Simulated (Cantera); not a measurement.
Input (Python, Cantera):

```python
import numpy as np
import cantera as ct

gas = ct.Solution("gri30.yaml")
gas.TPX = 1250, 380000, {'CO': 1, 'H2': 0.27, 'O2': 0.397, 'N2': 1.49}
reactor = ct.IdealGasConstPressureReactor(gas, energy="on", clone=False)
net = ct.ReactorNet([reactor])
net.rtol, net.atol = 1e-08, 1e-16
show = ['CO', 'H2', 'O2', 'H2O2', 'NO2']
times = np.geomspace(5e-06, 4, 13)

steps = ct.SolutionArray(gas, extra=["t"])
rows = []
print(f"{'t/s':>10s}{'T/K':>9s}{'P/Pa':>11s}" + "".join(f"{s:>11s}" for s in show))
for t in times:
    while net.time < t:
        t_next = net.step()
        steps.append(gas.state, t=t_next)
    rows.append([np.interp(t, steps.t, y) for y in (steps.T, steps.P, *steps(*show).X.T)])
    print(f"{t:10.3e}{rows[-1][0]:9.1f}{rows[-1][1]:11.4g}" + "".join(f"{x:11.3e}" for x in rows[-1][2:]))
rate = np.gradient(steps.T, steps.t)
print("integrator steps:", len(steps.t))
if steps.T.max() > steps.T[0] + 200:
    print(f"time of steepest temperature rise: {steps.t[rate.argmax()]:.4e} s")
gas.TPX = 1250, 380000, {'CO': 1, 'H2': 0.27, 'O2': 0.397, 'N2': 1.49}
gas.equilibrate("HP")
print(f"equilibrium (HP): T = {gas.T:.1f} K  " + "  ".join(f"{s} {gas[s].X[0]:.3e}" for s in show))
```

It prints:

```
       t/s      T/K       P/Pa         CO         H2         O2       H2O2        NO2
 5.000e-06   1250.0    3.8e+05  3.168e-01  8.552e-02  1.257e-01  2.874e-09  5.530e-20
 1.552e-05   1334.7    3.8e+05  3.125e-01  6.875e-02  1.148e-01  6.007e-06  7.248e-11
 4.817e-05   2639.9    3.8e+05  1.945e-01  1.304e-02  1.607e-02  1.869e-07  8.583e-08
 1.495e-04   2837.5    3.8e+05  1.816e-01  1.137e-02  8.489e-03  1.829e-07  3.355e-07
 4.642e-04   2838.1    3.8e+05  1.817e-01  1.143e-02  7.630e-03  1.753e-07  8.639e-07
 1.441e-03   2831.7    3.8e+05  1.824e-01  1.155e-02  7.144e-03  1.679e-07  1.315e-06
 4.472e-03   2831.0    3.8e+05  1.824e-01  1.156e-02  7.096e-03  1.671e-07  1.359e-06
 1.388e-02   2831.0    3.8e+05  1.824e-01  1.156e-02  7.096e-03  1.671e-07  1.359e-06
 4.309e-02   2831.0    3.8e+05  1.824e-01  1.156e-02  7.096e-03  1.671e-07  1.359e-06
 1.337e-01   2831.0    3.8e+05  1.824e-01  1.156e-02  7.096e-03  1.671e-07  1.359e-06
 4.152e-01   2831.0    3.8e+05  1.824e-01  1.156e-02  7.096e-03  1.671e-07  1.359e-06
 1.289e+00   2831.0    3.8e+05  1.824e-01  1.156e-02  7.096e-03  1.671e-07  1.359e-06
 4.000e+00   2831.0    3.8e+05  1.824e-01  1.156e-02  7.096e-03  1.671e-07  1.359e-06
integrator steps: 1369
time of steepest temperature rise: 1.7361e-05 s
equilibrium (HP): T = 2831.0 K  CO 1.824e-01  H2 1.156e-02  O2 7.096e-03  H2O2 1.671e-07  NO2 1.359e-06
```

Cantera simulation using GRI-Mech 3.0 (53 species, 325 reactions); the numbers are that mechanism's predictions, not measurements. The hydrogen kinetics of GRI-Mech 3.0 are dated; newer H2 mechanisms differ, most at raised pressure.
